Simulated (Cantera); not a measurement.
An isothermal, constant-pressure homogeneous reactor starts with 1.08 % C2H6, 98.9 % N2, at 1775 K and 0.00900 bar.

Computed with Cantera and GRI-Mech 3.0 (53 species, 325 reactions). GRI-Mech 3.0 stops at C3 and has no aromatics, soot or wall deposition, so with more carbon than oxygen in the feed, carbon stays in small species such as C2H2 where larger ones or solid carbon would form. Radical loss at walls, strong at low pressure, is not modelled.

x: mole fraction; the columns are a selection and need not sum to one.

```json
[
 {"t (s)": "0.000400", "x C2H6": "0.00635", "x HCN": "2.03e-7", "x CH4": "___", "x H": "0.000384", "x H2": "0.000504", "x C2H": "3.13e-9"},
 {"t (s)": "0.00181", "x C2H6": "0.000194", "x HCN": "2.25e-5", "x CH4": "___", "x H": "0.00150", "x H2": "0.00894", "x C2H": "4.06e-6"},
 {"t (s)": "0.00818", "x C2H6": "7.91e-7", "x HCN": "5.91e-5", "x CH4": "0.00105", "x H": "0.000706", "x H2": "0.0178", "x C2H": "2.81e-6"},
 {"t (s)": "0.0370", "x C2H6": "9.01e-8", "x HCN": "7.51e-5", "x CH4": "___", "x H": "0.000369", "x H2": "0.0197", "x C2H": "1.48e-6"},
 {"t (s)": "0.167", "x C2H6": "1.44e-8", "x HCN": "8.62e-5", "x CH4": "___", "x H": "0.000245", "x H2": "0.0203", "x C2H": "9.71e-7"},
 {"t (s)": "0.757", "x C2H6": "2.20e-9", "x HCN": "9.77e-5", "x CH4": "___", "x H": "0.000212", "x H2": "0.0207", "x C2H": "8.36e-7"},
 {"t (s)": "3.42", "x C2H6": "1.42e-10", "x HCN": "0.000117", "x CH4": "___", "x H": "0.000250", "x H2": "0.0209", "x C2H": "9.85e-7"},
 {"t (s)": "15.5", "x C2H6": "<1e-12", "x HCN": "0.000138", "x CH4": "___", "x H": "0.000348", "x H2": "0.0209", "x C2H": "1.37e-6"},
 {"t (s)": "70.0", "x C2H6": "<1e-12", "x HCN": "0.000139", "x CH4": "___", "x H": "0.000440", "x H2": "0.0208", "x C2H": "1.74e-6"}
]
```

Complete the blanks.


- 0.000400, x CH4: 0.000148
- 0.00181, x CH4: 0.00114
- 0.0370, x CH4: 0.000637
- 0.167, x CH4: 0.000363
- 0.757, x CH4: 0.000161
- 3.42, x CH4: 3.54e-5
- 15.5, x CH4: 1.21e-6
- 70.0, x CH4: 4.89e-8
